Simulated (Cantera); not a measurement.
Ammonia decomposition in nitride growth gas

A perfectly stirred reactor is fed with 54.1 % NH₃, 45.9 % H₂, at 2670 Pa; it is held at 1975 K, and followed from long to short residence time.

Detailed kinetics in Cantera: the gas-phase N/H chemistry of the illustrative SiF4/NH3 mechanism in the Surface Chemkin manual (1991). Walls and surfaces, which speed up NH3 decomposition in real reactors, are not modelled.

| τ (s) | x NH₃ | x H₂ | x NH | x N₂ | x N | x NH₂ |
|---|---|---|---|---|---|---|
| 1.3 | 0.231 | 0.668 | 1.24e-5 | 0.100 | 9.89e-7 | 0.000498 |
| 0.59 | 0.333 | 0.599 | 1.38e-5 | 0.0670 | 9.58e-7 | 0.000638 |
| 0.27 | 0.420 | 0.540 | 1.46e-5 | 0.0388 | 9.18e-7 | 0.000744 |
| 0.12 | 0.480 | 0.500 | 1.49e-5 | 0.0194 | 8.74e-7 | 0.000808 |
| 0.053 | 0.512 | 0.478 | 1.46e-5 | 0.00877 | 8.18e-7 | 0.000830 |
| 0.024 | 0.528 | 0.467 | 1.37e-5 | 0.00370 | 7.29e-7 | 0.000815 |
| 0.011 | 0.535 | 0.462 | 1.16e-5 | 0.00136 | 5.68e-7 | 0.000753 |
| 0.0048 | 0.539 | 0.460 | 7.44e-6 | 0.000326 | 2.94e-7 | 0.000599 |
| 0.0021 | 0.540 | 0.460 | 2.65e-6 | 3.72e-5 | 6.38e-8 | 0.000353 |
| 0.00096 | 0.540 | 0.459 | 6.29e-7 | 2.91e-6 | 7.50e-9 | 0.000170 |
| 0.00043 | 0.540 | 0.459 | 1.28e-7 | 1.96e-7 | 6.88e-10 | 7.69e-5 |
x: mole fraction; the columns are a selection and need not sum to one.
